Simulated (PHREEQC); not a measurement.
Solution (90 °C): 0.2 mol/kgw CuCl2 and 0.00012 mol/kgw FeCl3. Closed to the air; pH follows from the charge balance.

All values are PHREEQC results (ion-association model, phreeqc.dat), not measurements.

Precipitation was switched off in this run.

Q: Order these Fe species by the share of Fe that they hold, largest first: FeOH+2, FeCl+2, Fe(OH)3, Fe+3, Fe(OH)2+.

A: Fe(OH)2+ (71 %), FeOH+2 (27 %), FeCl+2 (1.4 %), Fe(OH)3 (0.21 %), Fe+3 (0.14 %)

Q: Order these Cl species by the share of Cl that they hold, largest first: Cl-, CuCl+, CuCl2.

A: Cl- (62 %), CuCl+ (32 %), CuCl2 (6.0 %)

The pH is 3.54 and the ionic strength 0.305 mol/kgw. Saturation is exceeded, for instance for Hematite (slow to form), Goethite (slow to form); the values hold only as long as no solid forms. Away from 25 °C the constants follow the database's enthalpies or fits; those with neither stay at their 25 °C values.
